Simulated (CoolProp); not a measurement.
Carbon dioxide along the isobar 30.5 bar: fugacity coefficient from the reference equation and from simpler models built on Tc = 31.0 °C, pc = 73.77 bar, ω = 0.224; each cubic takes its own stable root.

Values from CoolProp's reference Helmholtz-energy equation of state, Span 1996.

```csv
T (°C),phase,reference
-0.95,gas,0.7975
13.05,gas,0.8295
26.95,gas,0.8547
40.95,gas,0.8753
54.95,gas,0.8923
68.95,gas,0.9066
82.95,gas,0.9186
96.95,gas,0.9288
110.95,gas,0.9376
124.85,gas,0.9451
138.85,gas,0.9517
152.85,gas,0.9574
166.85,gas,0.9624
180.85,gas,0.9669
```

Question: How far does each simpler model (van der Waals, Redlich-Kwong, Peng-Robinson) lie from the reference over these 14 states: mean and median of the absolute difference, and the worst?

Answer: 
- van der Waals: mean 1.4 %, median 0.9 %, worst +5.4 % at -0.95 °C and 30.5 bar
- Redlich-Kwong: mean 0.6 %, median 0.7 %, worst +1.6 % at -0.95 °C and 30.5 bar
- Peng-Robinson: mean 1.0 %, median 1.0 %, worst -1.4 % at 26.95 °C and 30.5 bar
